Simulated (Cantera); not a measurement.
**Ignition delay**

Mixture: 2.85 % C₃H₈, 13.0 % O₂, 84.2 % N₂, equivalence ratio 1.1, at 32000 Pa, adiabatic and at constant volume. Ignition delay is the time to a rise of 400 K.

Computed with Cantera and GRI-Mech 3.0 (53 species, 325 reactions). GRI-Mech 3.0 was tuned for natural gas; its chemistry of propane as a main component is partial and can be far from experiment.

```json
[
 {"T0 (K)": "1275", "delay (ms)": "3.37"},
 {"T0 (K)": "1375", "delay (ms)": "0.775"},
 {"T0 (K)": "1475", "delay (ms)": "0.262"},
 {"T0 (K)": "1575", "delay (ms)": "0.119"},
 {"T0 (K)": "1675", "delay (ms)": "0.0663"},
 {"T0 (K)": "1775", "delay (ms)": "0.0424"},
 {"T0 (K)": "1875", "delay (ms)": "0.0298"}
]
```

The apparent activation energy between 1675 and 1875 K comes out as 100 kJ/mol.
